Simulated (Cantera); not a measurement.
Cantera run:

```python
import numpy as np
import cantera as ct

gas_names = """
    H HNO HNO2 HNO3 HO2 H2 H2O H2O2 N NH NH2 NH3 NH2OH NO NO2 NO3 N2 N2H2 N2H4 N2O O OH O2 O3
""".split()
cond_names = """
    H2O(s) H2O(L)
""".split()


# ... load() reads the species with a 1 bar reference pressure and builds the phases ...
atoms = {
    'NH3': {'N': 1, 'H': 3},
    'H2O': {'H': 2, 'O': 1},
    'O2': {'O': 2},
}
top_T = {}  # K; cautious upper limits of use, not melting points


# ... equilibrate(T, P, feed) seeds the gas with the atoms and calls Mixture.equilibrate('TP', solver="vcs", rtol=1e-11, max_steps=5000) ...
results = []
feed = {'NH3': 1, 'H2O': 2.3, 'O2': 0.88}  # mol
T = 3173  # K
P = 100000  # Pa
mix = equilibrate(T, P, feed)
results.append((T, P, feed, dict(zip(mix.species_names, mix.species_moles))))
print(gas.report(threshold=1e-06))
for i in range(1, mix.n_phases):
    print(f"{mix.phase(i).name:16s} {mix.phase_moles(i):12.5e} mol")
```

Result:

```
       temperature   3173 K
          pressure   1e+05 Pa
           density   0.059533 kg/m^3
  mean mol. weight   15.706 kg/kmol
   phase of matter   gas

                          1 kg             1 kmol
                     ---------------   ---------------
          enthalpy          2.67e+06        4.1935e+07  J
   internal energy        9.9028e+05        1.5553e+07  J
           entropy             17218        2.7042e+05  J/K
    Gibbs function       -5.1962e+07       -8.1611e+08  J
 heat capacity c_p            2799.8             43973  J/K
 heat capacity c_v            2270.4             35659  J/K

                      mass frac. Y      mole frac. X     chem. pot. / RT
                     ---------------   ---------------   ---------------
                 H         0.0062776          0.097812           -11.506
               HNO         3.709e-06        1.8783e-06           -43.692
               HO2        9.8505e-05        4.6873e-05           -44.829
                H2          0.018021           0.14039           -23.012
               H2O           0.50664            0.4417           -39.673
              H2O2        5.2958e-06        2.4453e-06           -56.335
                 N        1.0433e-05        1.1699e-05           -15.525
                NH        1.5514e-06        1.6227e-06           -27.031
                NO          0.019557          0.010237           -32.186
               NO2        8.2979e-06        2.8329e-06           -48.848
                N2           0.15255          0.085528            -31.05
                 O          0.049443          0.048537           -16.662
                OH           0.12551           0.11591           -28.167
                O2           0.12186          0.059815           -33.323
     [  +10 minor]        1.4615e-06        7.5261e-07
```

Cantera equilibrium calculation (NASA polynomials, part measured and part estimated; ideal gas, pure solids and liquids).
